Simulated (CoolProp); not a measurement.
R404A along the isotherm 500 K: fugacity coefficient from the reference equation and from simpler models built on Tc = 345.3 K, pc = 3.735 MPa, ω = 0.293; each cubic takes its own stable root.

Computed with CoolProp (reference Helmholtz-energy equation of state, Lemmon 2003). It is a pseudo-pure fit of the blend.

```tsv
p (MPa)	phase	reference
3.73	gas	0.9149
7.47	supercritical	0.8419
11.2	supercritical	0.7832
14.9	supercritical	0.7394
18.7	supercritical	0.7082
22.4	supercritical	0.6888
26.1	supercritical	0.6779
29.9	supercritical	0.6735
33.6	supercritical	0.6747
37.3	supercritical	0.6801
```

How far does each simpler model (Redlich-Kwong, Soave-Redlich-Kwong, Peng-Robinson) lie from the reference over these 10 states: mean and median of the absolute difference, and the worst?


- Redlich-Kwong: mean 5.2 %, median 5.8 %, worst -6.2 % at 500 K and 22.4 MPa
- Soave-Redlich-Kwong: mean 11.9 %, median 12.7 %, worst +20.3 % at 500 K and 37.3 MPa
- Peng-Robinson: mean 2.8 %, median 3.1 %, worst +5.2 % at 500 K and 37.3 MPa
